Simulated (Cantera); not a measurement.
**Diamond growth**

A diamond (100) surface in a fixed gas of H2 with x(CH4) = 0.0094, x(H) = 0.043, x(CH3) = 0.0014, 105 Torr; coverages are run to steady state.

Cantera simulation using the Harris–Goodwin 1993 mechanism for the reconstructed diamond (100) surface; the numbers are that mechanism's predictions, not measurements.

| T (K) | growth (µm/h) | θ c6HH | θ c6H* | θ c6*H | θ c6** | θ c6HM |
|---|---|---|---|---|---|---|
| 900 | 59.8 | 0.669 | 0.0112 | 0.282 | 0.00433 | 0.0267 |
| 950 | 79.7 | 0.625 | 0.0149 | 0.325 | 0.00663 | 0.0215 |
| 1000 | 102 | 0.582 | 0.0191 | 0.365 | 0.00969 | 0.0174 |
| 1050 | 127 | 0.541 | 0.0237 | 0.401 | 0.0136 | 0.0143 |
| 1100 | 152 | 0.502 | 0.0287 | 0.433 | 0.0184 | 0.0117 |
| 1150 | 176 | 0.466 | 0.0339 | 0.461 | 0.0241 | 0.00954 |
| 1200 | 193 | 0.432 | 0.0393 | 0.485 | 0.0308 | 0.00757 |
| 1250 | 197 | 0.402 | 0.0447 | 0.505 | 0.0384 | 0.00566 |
| 1300 | 182 | 0.374 | 0.0502 | 0.522 | 0.0470 | 0.00383 |
| 1350 | 154 | 0.348 | 0.0556 | 0.535 | 0.0564 | 0.00229 |
| 1400 | 126 | 0.324 | 0.0609 | 0.545 | 0.0666 | 0.00122 |
θ: site fractions in the mechanism's names (c6HH fully hydrogenated, c6H* and c6*H radical sites, c6** diradical, c6HM methylated).
